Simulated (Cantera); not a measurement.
What does this Cantera script print?

```python
import numpy as np
import cantera as ct

gas_names = """
    C CN CO CO2 C2 CCN CNC C2N2 C2O C3 C3O2 C4 C4N2 C5 Cu CuO Cu2 N NCO NO NO2 NO3 N2 N2O O O2 O3
""".split()
cond_names = """
    C(gr) Cu(cr) Cu(L) CuO(s) Cu2O(s) Cu2O(L)
""".split()


# ... load() reads the species with a 1 bar reference pressure and builds the phases ...
atoms = {
    'Cu2O': {'Cu': 2, 'O': 1},
    'CO': {'C': 1, 'O': 1},
    'N2': {'N': 2},
}
top_T = {'C(gr)': 4500, 'CuO(s)': 1390}  # K; cautious upper limits of use, not melting points


# ... equilibrate(T, P, feed) seeds the gas with the atoms and calls Mixture.equilibrate('TP', solver="vcs", rtol=1e-11, max_steps=5000) ...
results = []
T = 2598.15  # K
P = 1333.22  # Pa
for m in [0.62, 0.77, 0.95, 1.2, 1.4, 1.8, 2.2, 2.7, 3.3, 4.1, 5, 6.1]:
    feed = {'Cu2O': 1, 'CO': m, 'N2': 0.1}  # mol
    mix = equilibrate(T, P, feed)
    results.append((T, P, feed, dict(zip(mix.species_names, mix.species_moles))))

top = {s: max(r[3][s] / sum(r[3][g] for g in gas_names) for r in results) for s in gas_names}
cols = sorted((s for s in top if top[s] > 1e-05), key=lambda s: -top[s])[:5]
seen = [c for c in cond_names if any(r[3].get(c, 0) > 1e-12 for r in results)]
print("log10 of partial pressures in bar; condensed amounts in mol")
print(f"{'n(CO)':>10s}" + "".join(f"{s[:9]:>10s}" for s in cols + seen))
for T, P, feed, n in results:
    ng = sum(n[g] for g in gas_names)
    print(f"{feed['CO']:10.4g}" + "".join(f"{np.log10(max(n[s] / ng * P / 1e5, 1e-99)):10.3f}" for s in cols)
          + "".join(f"{n.get(c, 0):10.4g}" for c in seen))
```

Output:

```
log10 of partial pressures in bar; condensed amounts in mol
     n(CO)        CO        Cu       CO2        O2         O
      0.62    -2.783    -2.081    -3.029    -2.926    -3.100
      0.77    -2.697    -2.097    -2.968    -2.975    -3.124
      0.95    -2.615    -2.117    -2.915    -3.032    -3.153
       1.2    -2.528    -2.143    -2.866    -3.110    -3.192
       1.4    -2.472    -2.163    -2.840    -3.170    -3.222
       1.8    -2.385    -2.202    -2.811    -3.284    -3.279
       2.2    -2.320    -2.238    -2.799    -3.391    -3.332
       2.7    -2.259    -2.280    -2.800    -3.514    -3.394
       3.3    -2.204    -2.326    -2.811    -3.647    -3.460
       4.1    -2.151    -2.382    -2.836    -3.803    -3.538
         5    -2.109    -2.438    -2.870    -3.955    -3.614
       6.1    -2.071    -2.498    -2.912    -4.113    -3.693
```

Equilibrium computed with Cantera from the NASA thermochemical tables; the gas is ideal and each condensed phase is pure.
